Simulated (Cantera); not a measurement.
Mixture: CH3OH : O2 : N2 : H2O = 1 : 1.69 : 6.34 : 0.26 (molar parts), at 7500 Torr, adiabatic and at constant volume. Ignition delay is the time to a rise of 400 K.

Detailed kinetics in Cantera: GRI-Mech 3.0 (53 species, 325 reactions). GRI-Mech 3.0 was tuned for natural gas; its chemistry of methanol as a main component is partial and can be far from experiment.

Task: What does this change do: pressure from 7500 Torr to 3750 Torr?

Result: 
```tsv
quantity	before	after
delay at 1025 K	46.0 ms	75.3 ms
delay at 1125 K	5.50 ms	9.07 ms
delay at 1225 K	0.930 ms	1.55 ms
delay at 1325 K	0.209 ms	0.353 ms
delay at 1425 K	59.8 µs	0.103 ms
apparent activation energy between 1375 and 1475 K	190 kJ/mol	190 kJ/mol
```

Task: What does this change do: 0.74 parts H2 added?

Result: 
```json
[
 {"quantity": "delay at 1025 K", "before": "46.0 ms", "after": "12.8 ms"},
 {"quantity": "delay at 1125 K", "before": "5.50 ms", "after": "2.27 ms"},
 {"quantity": "delay at 1225 K", "before": "0.930 ms", "after": "0.520 ms"},
 {"quantity": "delay at 1325 K", "before": "0.209 ms", "after": "0.143 ms"},
 {"quantity": "delay at 1425 K", "before": "59.8 µs", "after": "46.0 µs"},
 {"quantity": "apparent activation energy between 1375 and 1475 K", "before": "190 kJ/mol", "after": "180 kJ/mol"}
]
```
